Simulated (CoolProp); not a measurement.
The fluid at 298.15 K and 5.3 MPa is throttled through a valve to 3.63 MPa with no heat exchange. The same conditions are run with several fluids, on thermodynamics alone (safety and materials aside).

The numbers come from the reference Helmholtz-energy equation of state of each fluid (dodecamethylpentasiloxane (MD3M): Thol 2019; R404A: Lemmon 2003; propylene: Lemmon 2013; chlorine: Thol 2021; R124: de Vries 1995) in CoolProp. Blends and air are pseudo-pure fits.

| fluid | temperature change (K) | final density (kg/m³) |
|---|---|---|
| dodecamethylpentasiloxane (MD3M) | +0.8 | 874 |
| R404A | -0.2 | 1070 |
| propylene | +0.1 | 514 |
| chlorine | +0.4 | 1400 |
| R124 | +0.3 | 1370 |
